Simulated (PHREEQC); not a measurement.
Dissolve 0.032 mol FeSO4, 0.016 mol MgSO4 and 9.9e-05 mol NaH2PO4 per kg of water at 25 °C. Closed to the air; pH follows from the charge balance.

Computed with PHREEQC (ion-association model, phreeqc.dat).

Each row changes one thing in this solution. Precipitation was switched off in this run.

```csv
case,pH,ionic strength (mol/kgw),SO4-2 (mol/kgw),Mg+2 (mol/kgw),MgSO4 (mol/kgw),Na+ (mol/kgw)
as made,5.44,0.110,0.0276,0.00841,0.00759,9.43e-5
FeSO4 from 0.032 to 0.0288 mol/kgw,5.43,0.104,0.0259,0.00851,0.00749,9.45e-5
temperature from 25 to 70 °C,5.36,0.0841,0.0210,0.00552,0.0105,9.44e-5
FeSO4 from 0.032 to 0.0352 mol/kgw,5.45,0.117,0.0292,0.00832,…,9.41e-5
FeSO4 left out,5.43,0.0405,0.0101,0.0101,0.00590,9.66e-5
NaH2PO4 from 9.9e-05 to 0.000148 mol/kgw,5.36,0.110,0.0276,0.00841,0.00759,…
0.00063 mol/kgw HBr added,3.61,0.111,0.0274,0.00845,0.00755,9.44e-5
NaH2PO4 from 9.9e-05 to 4.95e-05 mol/kgw,5.58,0.110,0.0276,0.00841,0.00759,4.72e-5
```

**Question.** Some entries are withheld; supply them.

**Answer.** 
- FeSO4 from 0.032 to 0.0352 mol/kgw, MgSO4 (mol/kgw): 0.00768
- NaH2PO4 from 9.9e-05 to 0.000148 mol/kgw, Na+ (mol/kgw): 0.000141

Some of these states are supersaturated (in Vivianite, for instance). Away from 25 °C the constants follow the database's enthalpies or fits; those with neither stay at their 25 °C values.
